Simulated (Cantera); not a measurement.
Low-pressure radical oxidation in H2/O2

An isothermal, constant-pressure homogeneous reactor starts with 12.3 % H2, 87.7 % O2, at 1473 K and 0.0133 bar.

Model: the H2/O2 subset of GRI-Mech 3.0, which has no nitrogen chemistry, integrated in Cantera. Radical loss at walls, strong at low pressure, is not modelled. The temperature is held fixed by assumption; the heat of reaction is taken as removed at once.

| t (s) | x H2 | x O2 | x H2O | x HO2 | x H | x OH | x O |
|---|---|---|---|---|---|---|---|
| 9.00e-6 | 0.123 | 0.877 | 2.05e-9 | 5.92e-8 | 4.90e-8 | 1.19e-8 | 1.22e-8 |
| 2.51e-5 | 0.123 | 0.877 | 3.55e-8 | 1.65e-7 | 1.25e-7 | 7.08e-8 | 7.61e-8 |
| 7.00e-5 | 0.123 | 0.877 | 6.19e-7 | 4.60e-7 | 5.31e-7 | 4.85e-7 | 5.49e-7 |
| 0.000195 | 0.123 | 0.877 | 3.03e-5 | 1.28e-6 | 1.45e-5 | 1.48e-5 | 1.71e-5 |
| 0.000545 | 0.0405 | 0.819 | 0.0607 | 3.04e-6 | 0.0236 | 0.0197 | 0.0369 |
| 0.00152 | 0.00429 | 0.786 | 0.0994 | 3.32e-6 | 0.0240 | 0.0146 | 0.0719 |
| 0.00424 | 0.00408 | 0.791 | 0.101 | 3.31e-6 | 0.0219 | 0.0143 | 0.0674 |
| 0.0118 | 0.00351 | 0.804 | 0.106 | 3.27e-6 | 0.0169 | 0.0133 | 0.0564 |
| 0.0330 | 0.00230 | 0.828 | 0.115 | 3.01e-6 | 0.00836 | 0.0110 | 0.0351 |
| 0.0921 | 0.000832 | 0.854 | 0.125 | 2.03e-6 | 0.00171 | 0.00668 | 0.0121 |
| 0.257 | 0.000161 | 0.866 | 0.129 | 7.48e-7 | 0.000141 | 0.00296 | 0.00229 |
| 0.717 | 2.67e-5 | 0.868 | 0.130 | 2.16e-7 | 9.50e-6 | 0.00121 | 0.000379 |
| 2.00 | 5.43e-6 | 0.869 | 0.131 | 1.36e-7 | 8.70e-7 | 0.000545 | 7.69e-5 |
x: mole fraction; the columns are a selection and need not sum to one.

Equilibrium at this temperature and pressure: H2 1.60e-6, O2 0.869, H2O 0.131, HO2 1.80e-7, H 1.40e-7, OH 0.000296, O 2.27e-5 (gas phase only).
